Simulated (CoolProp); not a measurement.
A simple Rankine cycle with R21: condensing at 291.15 K, boiler at 2.15 MPa, turbine inlet 403.1 K, turbine efficiency 0.9, pump efficiency 0.7, no recuperator. Each further row changes one setting.

The numbers come from the reference Helmholtz-energy equation of state, Platzer 1990 in CoolProp. This equation is an older, rougher fit; its heat capacities, sound speeds and derivatives of the liquid may be far off and weren't checked against measurements.

```csv
case,thermal efficiency (%),net work (kJ/kg),heat in (kJ/kg),turbine exit temperature (K),volume ratio over the turbine
as stated,19.5,53.9,277,291.2,13.4
turbine inlet 423.1 K,19.9,58.9,296,295.4,12.7
condensing temperature 283.15 K,20.8,59.4,285,283.1,17.7
boiler pressure 1.5 MPa,17.8,51.4,289,296.4,8.89
turbine efficiency 0.8,17.2,47.7,277,291.2,13.8
```

The expansion ends wet for: as stated; condensing temperature 283.15 K; turbine efficiency 0.8.
